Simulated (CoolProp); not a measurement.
Saturation properties of normal hydrogen.

Model: reference Helmholtz-energy equation of state, Leachman 2009, in CoolProp.

```
T (K)  p (MPa)  vapour density (kg/m³)  vapour viscosity (µPa s)  liquid conductivity (mW/(m K))
-----  -------  ----------------------  ------------------------  ------------------------------
19.8   0.08531                   1.141                     0.965                             103
20.9    0.1181                   1.531                      1.03                             104
22.1    0.1633                   2.057                      1.09                             104
23.2    0.2144                   2.650                      1.16                             103
24.4    0.2821                   3.436                      1.24                             103
25.5    0.3562                   4.312                      1.31                             102
26.7    0.4515                   5.475                      1.40                             101
27.8    0.5535                   6.781                      1.49                            99.1
29      0.6821                   8.560                      1.60                            96.9
30.1    0.8174                   10.66                      1.73                            94.4
31.3    0.9860                   13.82                      1.92                            91.2
32.5     1.180                   19.28                      2.25                            90.7
```

It boils at 20.4 K under 1 atm.

Viscosity comes from a separate model (Muzny 2013). Thermal conductivity comes from a separate model (Assael 2011).
